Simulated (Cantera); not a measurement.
Input: 1 mol SiH₄, 0.063 mol HCl, 18 mol N₂, held at 1300 K and 6.30 mbar.

Cantera equilibrium calculation (NASA polynomials, part measured and part estimated; ideal gas, pure solids and liquids). Candidate condensed phases: NH₄Cl, Si, Si₃N₄; 28 gas species. N₂ is the only nitrogen source here; it is nearly inert below about 1500 K, so the nitride shown seldom forms there in practice. Rates play no part.

Base state: N₂ 0.894, H₂ 0.103, HCl 0.00325 (mole fractions); condensed: Si₃N₄(s).

Task: What changes in the equilibrium state with this change: SiH₄ replaced by Si₂Cl₆?

Result: 
```csv
species,before,after
N₂,0.894,0.913
SiCl₄,<1e-9,0.0655
SiCl₃,4.82e-9,0.00975
H₂,0.103,6.28e-6
SiCl₂,5.41e-7,0.00862
Cl,1.19e-7,1.51e-5
HCl,0.00325,0.00322
"Si₃N₄(s), mol",0.333,0.123
```
The feed counts by its element totals alone. The tables' values for SiCl₃ are old estimates; treat these amounts as uncertain.
